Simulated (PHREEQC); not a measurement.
0.014 g of hydrous ferric oxide (600 m²/g; 0.2 weak and 0.005 strong sites per Fe, Dzombak-Morel constants, diffuse double layer) in 1 kg of water with 0.3 mol/kgw of an inert sodium salt and 1.5e-05 mol/kgw NaF, at 25 °C; the pH is set by adding NaOH or the inert anion's acid. O2 is buffered at 0.21 atm. CO2 from the air is kept out. No solid was allowed to form.

Base run: PHREEQC, ion-association model, wateq4f.dat. Each further column changes one thing. The table gives F sorbed (%).

```csv
pH,base,background salt from 0.3 to 0.03 mol/kgw,oxide from 0.014 to 0.07 g/kgw,3.3e-05 mol/kgw H3BO3 added
3,3.3,20.7,14.8,3.3
3.5,4.7,25.7,19.8,4.7
4.5,4.8,20.2,20.1,4.8
5,3.8,14.1,16.6,3.8
5.5,2.6,8.5,11.8,2.6
6.5,0.8,2.0,4.1,0.8
7,0.4,0.8,2.0,0.4
7.5,0.2,0.3,0.9,0.2
8.5,0.0,0.0,0.2,0.0
9,0.0,0.0,0.1,0.0
9.5,0.0,0.0,0.0,0.0
10.5,0.0,0.0,0.0,0.0
11,0.0,0.0,0.0,0.0
```

The oxide is taken as insoluble; below pH 4 it would dissolve. Real BF4- forms and hydrolyses slowly; the run takes it at equilibrium.
